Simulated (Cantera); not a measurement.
Premixed flame

A freely propagating, adiabatic, planar premixed flame of C₃H₈ : O₂ : N₂ = 1 : 3.57 : 13.4 (molar parts), equivalence ratio 1.4, unburnt at 550 K and 2850 Torr; multicomponent transport, grid criteria slope 0.08 and curve 0.16, no radiation.

Model: GRI-Mech 3.0 (53 species, 325 reactions), integrated in Cantera. GRI-Mech 3.0 was tuned for natural gas; its chemistry of propane as a main component is partial and can be far from experiment. Burning velocities carry a grid error of a few per cent, more on coarse grids.

```
z (mm)   T (K)  u (m/s)    x C₃H₈      x O₂       x O      x OH    x HCN     x H₂
-------  -----  -------  --------  --------  --------  --------  -------  -------
-0.359     550    0.630    0.0555     0.198     <1e-8     <1e-8    <1e-8  0.00310
-0.239     554    0.637    0.0552     0.197     <1e-8     <1e-8  1.69e-8  0.00805
-0.180     569    0.658    0.0549     0.194     <1e-8     <1e-8  1.11e-7   0.0136
-0.120     661    0.777    0.0532     0.182     <1e-8   1.58e-7  9.74e-7   0.0234
-0.0599   1079     1.32    0.0371     0.135   7.00e-7   5.54e-6  7.27e-6   0.0372
-0.0299   1466     1.86    0.0130    0.0880   2.58e-5  0.000101  1.58e-5   0.0442
0         1840     2.40  0.000338    0.0406  0.000195  0.000760  3.04e-5   0.0473
0.0299    2041     2.68   2.62e-7    0.0147  0.000284   0.00169  4.68e-5   0.0463
0.0599    2118     2.78     <1e-8   0.00503  0.000252   0.00212  5.15e-5   0.0459
0.120     2160     2.82     <1e-8  0.000760  0.000168   0.00208  4.03e-5   0.0471
0.239     2181     2.84     <1e-8  0.000146   9.75e-5   0.00166  2.10e-5   0.0486
0.479     2199     2.86     <1e-8   6.19e-5   4.61e-5   0.00116  8.29e-6   0.0492
0.958     2212     2.88     <1e-8   2.36e-5   1.77e-5  0.000729  3.00e-6   0.0494
```
x: mole fraction of selected species; z is measured from the peak of heat release.

```json
{
  "laminar_burning_velocity": "62.8 cm/s",
  "thermal_thickness": "0.120 mm",
  "peak x(O)": "0.000284",
  "peak x(OH)": "0.00217",
  "peak x(HCN)": "5.16e-5",
  "peak x(H₂)": "0.0496"
}
```
